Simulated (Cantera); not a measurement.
Feed: 1 mol Cu2O, 3.4 mol H2, equilibrated at 1425 °C and 1.00 bar.

Cantera equilibrium calculation (NASA polynomials, part measured and part estimated; ideal gas, pure solids and liquids). Candidate condensed phases: Cu, CuO, Cu(OH)2, Cu2O, H2O; 12 gas species. Rates play no part.

Base state: H2 0.706, H2O 0.294, Cu 0.000155, H 0.000122 (mole fractions); condensed: Cu(l).

### Question
What changes in the equilibrium state with this change: Cu2O replaced by FeS2?

### Answer
```json
[
 {"species": "H2", "before": "0.706", "after": "0.749"},
 {"species": "H2S", "before": "0", "after": "0.212"},
 {"species": "S2", "before": "0", "after": "0.0331"},
 {"species": "H2O", "before": "0.294", "after": "0"},
 {"species": "Cu", "before": "0.000155", "after": "0"},
 {"species": "SH", "before": "0", "after": "0.00511"},
 {"species": "S", "before": "0", "after": "5.65e-5"},
 {"species": "Cu(l), mol", "before": "2.00", "after": "0"},
 {"species": "FeS(l), mol", "before": "0", "after": "1.000"}
]
```
FeS: taken at fixed stoichiometry. Further candidate phases: Fe, FeS, FeS2, S.
